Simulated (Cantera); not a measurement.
A diamond (100) surface in a fixed gas of H2 with x(CH4) = 0.0053, x(H) = 0.021, at 923 K, 10.5 Torr; coverages are run to steady state.

Model: the Harris–Goodwin 1993 mechanism for the reconstructed diamond (100) surface, integrated in Cantera.

One state of this run: growth (µm/h) = 1.73; θ c6HH = 0.659; θ c6H* = 0.0119; θ c6*H = 0.308; θ c6** = 0.00529; θ c6HM = 0.0125. θ: site fractions in the mechanism's names (c6HH fully hydrogenated, c6H* and c6*H radical sites, c6** diradical, c6HM methylated).

Problem. Which value of x(CH3) does it belong to?
A) 0.00035
B) 0.00013
C) 7e-06
D) 0.00092

Solution. A, 0.00035
